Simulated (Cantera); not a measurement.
A perfectly stirred reactor is fed with H2 : O2 : N2 = 0.82 : 1 : 1.9 (molar parts), at 0.260 bar; it is held at 1173 K, and followed from long to short residence time.

Cantera simulation using the H2/O2 subset of GRI-Mech 3.0, which has no nitrogen chemistry; the numbers are that mechanism's predictions, not measurements. The temperature is held fixed by assumption; the heat of reaction is taken as removed at once.

One state of this run: x H2 = 0.000271; x O2 = 0.178; x O = 5.46e-5; x OH = 0.000260; x HO2 = 8.53e-6; x H2O = 0.247; x H2O2 = 9.52e-7. x: mole fraction; the columns are a selection and need not sum to one.

Problem. Which value of τ (s) does it belong to?
A. 0.74
B. 0.099
C. 0.036
D. 2.0

Solution. A, 0.74
